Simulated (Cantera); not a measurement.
Thermodynamics of silicon oxide and oxynitride deposition, feed SiCl₄ + H₂O + O₂

Input: 1 mol SiCl₄, 9.3 mol H₂O, 0.49 mol O₂, held at 18.0 Torr.

Cantera equilibrium calculation (NASA polynomials, part measured and part estimated; ideal gas, pure solids and liquids). Candidate condensed phases: H₂O, Si, SiO₂; 30 gas species. The tables hold silica as quartz up to 1696 K and as liquid above; real silica turns to tridymite and cristobalite and melts near 1996 K. Gases not in the tables: Si(OH)₄. Equilibrium is a limit: real reactors are often held back by kinetics, nucleation or transport.

```csv
T (K),x H₂O,x HCl,x O₂,x Cl,x Cl₂,x OH,n SiO₂(β-quartz)
1023,0.621,0.336,0.0407,0.000142,0.00164,7.50e-7,1.00
1123,0.620,0.337,0.0410,0.000386,0.000893,4.12e-6,1.00
1223,0.620,0.337,0.0411,0.000890,0.000531,1.71e-5,1.00
1323,0.620,0.337,0.0409,0.00180,0.000339,5.73e-5,1.00
1423,0.620,0.335,0.0406,0.00330,0.000229,0.000162,1.00
1523,0.621,0.333,0.0399,0.00556,0.000160,0.000398,1.00
1623,0.622,0.329,0.0391,0.00873,0.000116,0.000876,1.00
```
x: gas mole fraction; n: condensed amount in mol.

From 1023 K to 1623 K the condensed part is SiO₂(β-quartz).
